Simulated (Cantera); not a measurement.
A freely propagating, adiabatic, planar premixed flame of H2 : O2 : N2 : H2O = 1 : 0.278 : 1.04 : 0.07 (molar parts), equivalence ratio 1.8, unburnt at 550 K and 1.70 bar; mixture-averaged transport, grid criteria slope 0.08 and curve 0.16, no radiation.

Model: the H2/O2 subset of GRI-Mech 3.0, which has no nitrogen chemistry, integrated in Cantera. Burning velocities carry a grid error of a few per cent, more on coarse grids.

Task: What does this change do: H2 1 to 0.75 parts?

Result: 
```csv
quantity,before,after
laminar burning velocity,779 cm/s,732 cm/s
thermal thickness,0.211 mm,0.213 mm
peak x(H2O2),2.94e-5,3.73e-5
peak x(OH),0.00672,0.0130
peak x(H),0.0734,0.0640
```

Task: What does this change do: inlet temperature 550 to 675 K?

Result: 
```json
[
 {"quantity": "laminar burning velocity", "before": "779 cm/s", "after": "1120 cm/s"},
 {"quantity": "thermal thickness", "before": "0.211 mm", "after": "0.234 mm"},
 {"quantity": "peak x(H2O2)", "before": "2.94e-5", "after": "1.20e-5"},
 {"quantity": "peak x(OH)", "before": "0.00672", "after": "0.00814"},
 {"quantity": "peak x(H)", "before": "0.0734", "after": "0.0825"}
]
```
